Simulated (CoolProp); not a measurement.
Saturated liquid density (kg/m³) of toluene: the reference equation beside estimates from Tc = 318.6 °C, pc = 4126 kPa, ω = 0.266. Rackett uses Z = 0.29056 − 0.08775 ω.

Values from CoolProp's reference Helmholtz-energy equation of state, Lemmon 2006. It is a short technical equation, of lower accuracy than the large ones.

```csv
T (°C),reference,Rackett,van der Waals,Soave-Redlich-Kwong,Peng-Robinson
148.65,738.5,728.4,436.1,658.2,745.5
159.05,726.7,716.5,429.0,646.2,732.3
169.55,714.4,704.1,421.7,633.4,718.1
180.05,701.8,691.2,414.0,619.9,703.1
190.55,688.6,678.0,406.0,605.7,687.2
200.95,675.0,664.3,397.7,590.7,670.5
211.45,660.6,649.9,388.9,574.8,652.4
221.95,645.5,634.8,379.7,557.8,633.1
232.45,629.4,618.8,369.9,539.6,612.3
```

Absolute difference from the reference over all 9 rows, mean and median: Rackett 1.5 and 1.5 %, van der Waals 41.1 and 41.0 %, Soave-Redlich-Kwong 12.3 and 12.0 %, Peng-Robinson 1.0 and 0.8 %.
